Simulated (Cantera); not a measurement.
Input: 1 mol TiC, 0.48 mol H2, equilibrated at 0.0135 Torr.

These are equilibrium values from Cantera (NASA tables, ideal gas, pure condensed phases), not measurements of a reactor. Candidate condensed phases: C, C6H6, C7H8, C8H18, Ti, TiC; 77 gas species. TiC: taken at fixed stoichiometry. Equilibrium is a limit: real reactors are often held back by kinetics, nucleation or transport.

### Question
Which condensed phases are stable at each of these points (T (K)): 1573, 1723, 1873, 2023, 2173, 2323, 2473, 2623, 2773, 2923, 3073?

### Answer
```json
[
 {"T (K)": "1573", "condensed phases": "TiC(s)", "Ti condensed (%)": "100.0"},
 {"T (K)": "1723", "condensed phases": "TiC(s)", "Ti condensed (%)": "100.0"},
 {"T (K)": "1873", "condensed phases": "TiC(s)", "Ti condensed (%)": "100.0"},
 {"T (K)": "2023", "condensed phases": "TiC(s)", "Ti condensed (%)": "100.0"},
 {"T (K)": "2173", "condensed phases": "TiC(s)", "Ti condensed (%)": "99.9"},
 {"T (K)": "2323", "condensed phases": "C(graphite) + TiC(s)", "Ti condensed (%)": "99.2"},
 {"T (K)": "2473", "condensed phases": "C(graphite) + TiC(s)", "Ti condensed (%)": "93.0"},
 {"T (K)": "2623", "condensed phases": "gas only", "Ti condensed (%)": "0.0"},
 {"T (K)": "2773", "condensed phases": "gas only", "Ti condensed (%)": "0.0"},
 {"T (K)": "2923", "condensed phases": "gas only", "Ti condensed (%)": "0.0"},
 {"T (K)": "3073", "condensed phases": "gas only", "Ti condensed (%)": "0.0"}
]
```

From 1573 K to 2173 K the condensed part is TiC(s). From 2323 K to 2473 K the condensed part is C(graphite) + TiC(s). From 2623 K to 3073 K nothing is condensed.
